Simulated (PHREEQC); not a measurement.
Make-up at 25 °C: 1 mol LiBr, 0.78 mol KCl and 3.2e-05 mol H4SiO4 per kg of water. Closed to the air; pH follows from the charge balance.

Model: Pitzer model, pitzer.dat, run in PHREEQC.

Each row changes one thing in this solution. This is a speciation only: nothing precipitates in the calculation.

```csv
case,pH,H3SiO4- (mol/kgw),SI of Sylvite (KCl),SI of SiO2(a) (SiO2)
as made,6.62,8.20e-8,-1.48,-1.64
LiBr left out,___,6.93e-8,-1.53,___
diluted 10-fold with water,6.96,6.65e-9,-3.38,-2.81
diluted 100-fold with water,6.99,5.38e-10,-5.23,-3.83
diluted 5-fold with water,6.92,1.45e-8,-2.83,___
```

### Question
Complete the blanks.

### Answer

- LiBr left out, pH: 6.86
- LiBr left out, SI of SiO2(a) (SiO2): -1.80
- diluted 5-fold with water, SI of SiO2(a) (SiO2): -2.49

Complexes and solids missing from the database can't appear. In brines, pH and single-ion activities rest on the MacInnes convention.
